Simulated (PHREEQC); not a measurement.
PHREEQC input (ion-association model, phreeqc.dat):

```
SOLUTION 0
  temp 15
  units mmol/kgw
  pH 7 charge
  Br 18
  K 18
  Cl 110.01
  Mn(2) 47
  Ca 8
SOLUTION 1-40
  temp 15
  units mmol/kgw
  pH 7 charge
  Cl 150.01
  Sr 65
  Zn 10
END
EXCHANGE 1-40
  X 0.059
  -equilibrate 1
END
SELECTED_OUTPUT 1
  -reset false
  -pH true
  -pe true
  -ionic_strength true
  -water true
  -step true
  -totals Br Ca Cl K Mn Sr Zn Mn(2) Mn(3)
  -molalities ZnX2 MnX2 KX CaX2 SrX2
  -saturation_indices Pyrochroite Sylvite Zn(OH)2(e)
PRINT
  -reset false
TRANSPORT
  -cells 40
  -shifts 120
  -lengths 0.005
  -time_step 3600
  -dispersivities 0.01
  -boundary_conditions flux flux
  -correct_disp true
  -punch_cells 40
  -punch_frequency 4
END
```

Selected output (columns that matter, 26 of 31 rows; pore volumes added in front):

```
pore volumes	pH	mu	Br	Ca	Cl	K	Mn	Sr	Zn	m_ZnX2	m_MnX2	si_Pyrochroite	si_Sylvite	si_Zn(OH)2(e)
0	5.0496	0.22346	0	0	0.15001	0	0	0.065	0.01	0.0031462	0	-1000	-1000	-3.9728
0.1125	5.0496	0.22346	0	0	0.15001	0	0	0.065	0.01	0.0031462	0	-1000	-1000	-3.9728
0.2125	5.0496	0.22346	3.1556e-10	2.085e-13	0.15001	5.1964e-14	3.2123e-11	0.065	0.01	0.0031462	4.7926e-12	-16.167	-15.258	-3.9728
0.4125	5.0496	0.22337	4.932e-05	8.6774e-07	0.1499	6.642e-07	2.6401e-05	0.064951	0.0099913	0.0031455	3.9417e-06	-10.252	-8.1512	-3.973
0.5125	5.05	0.22267	0.00038924	1.2938e-05	0.14915	1.291e-05	0.00028518	0.064539	0.0099181	0.0031388	4.2818e-05	-9.2172	-6.8646	-3.9749
0.6125	5.0512	0.22054	0.0013879	7.0319e-05	0.14693	8.5346e-05	0.0012511	0.06312	0.0096673	0.0031126	0.00019135	-8.5704	-6.0504	-3.9818
0.7125	5.0535	0.21663	0.0031689	0.0002169	0.14297	0.00030701	0.0033138	0.06022	0.0091595	0.0030526	0.00052576	-8.1387	-5.5056	-3.997
0.8125	5.0569	0.21131	0.0055085	0.00047415	0.13777	0.00075998	0.0064579	0.055908	0.0084132	0.0029509	0.0010815	-7.8367	-5.1272	-4.0224
1.0125	5.0649	0.19961	0.010397	0.0012615	0.12691	0.0024304	0.014534	0.045064	0.0065715	0.00263	0.0027952	-7.456	-4.6566	-4.1028
1.1125	5.0688	0.19442	0.012421	0.0017326	0.12241	0.0035669	0.018689	0.03955	0.0056539	0.0024267	0.0038653	-7.3336	-4.5053	-4.1555
1.2125	5.0724	0.19002	0.014033	0.0022205	0.11883	0.0048167	0.022586	0.0344	0.0048098	0.0022083	0.005008	-7.2397	-4.3875	-4.2145
1.3125	5.0755	0.1864	0.015251	0.0027078	0.11612	0.0061153	0.026112	0.029743	0.0040594	0.0019846	0.0061757	-7.1667	-4.2939	-4.2786
1.4125	5.0781	0.18349	0.016135	0.0031835	0.11416	0.0074092	0.02923	0.025615	0.0034066	0.0017636	0.0073302	-7.1094	-4.2181	-4.3466
1.6125	5.0824	0.1793	0.017182	0.0040745	0.11183	0.0098331	0.034288	0.018851	0.00237	0.0013527	0.0094941	-7.0275	-4.1045	-4.4917
1.7125	5.0841	0.1778	0.017469	0.0044831	0.11119	0.010917	0.036293	0.016123	0.0019673	0.0011697	0.010472	-6.9981	-4.0618	-4.5679
1.8125	5.0855	0.17659	0.017658	0.0048648	0.11077	0.011901	0.038001	0.013764	0.0016285	0.0010037	0.011371	-6.9742	-4.0262	-4.6461
1.9125	5.0867	0.1756	0.017782	0.0052188	0.11049	0.012782	0.039452	0.011727	0.0013443	0.00085525	0.012187	-6.9547	-3.9965	-4.7261
2.0125	5.0877	0.17479	0.017862	0.0055449	0.11032	0.013561	0.04068	0.0099719	0.0011067	0.00072395	0.012923	-6.9387	-3.9717	-4.8078
2.2125	5.0892	0.17356	0.017946	0.0061149	0.11013	0.014836	0.042594	0.0071619	0.00074397	0.00050931	0.014163	-6.9147	-3.9338	-4.9761
2.3125	5.0898	0.1731	0.017966	0.0063602	0.11009	0.015347	0.043332	0.0060476	0.00060743	0.00042356	0.014676	-6.9057	-3.9194	-5.0626
2.4125	5.0903	0.17271	0.017979	0.0065804	0.11006	0.015784	0.043952	0.0050936	0.00049455	0.00035038	0.015125	-6.8982	-3.9074	-5.1506
2.5125	5.0907	0.17239	0.017987	0.0067768	0.11004	0.016157	0.044472	0.0042788	0.00040152	0.00028839	0.015516	-6.8921	-3.8974	-5.24
2.6125	5.091	0.17212	0.017992	0.006951	0.11003	0.016472	0.044908	0.0035846	0.00032507	0.00023623	0.015853	-6.887	-3.8892	-5.3309
2.8125	5.0915	0.17171	0.017997	0.0072387	0.11002	0.01696	0.045577	0.0024954	0.0002113	0.00015643	0.01639	-6.8793	-3.8766	-5.5166
2.9125	5.0917	0.17155	0.017998	0.0073556	0.11001	0.017145	0.04583	0.0020736	0.00016967	0.00012652	0.016601	-6.8764	-3.872	-5.6114
3.0125	5.0918	0.17142	0.017999	0.0074568	0.11001	0.0173	0.04604	0.0017186	0.00013589	0.00010195	0.016779	-6.874	-3.8681	-5.7074
```
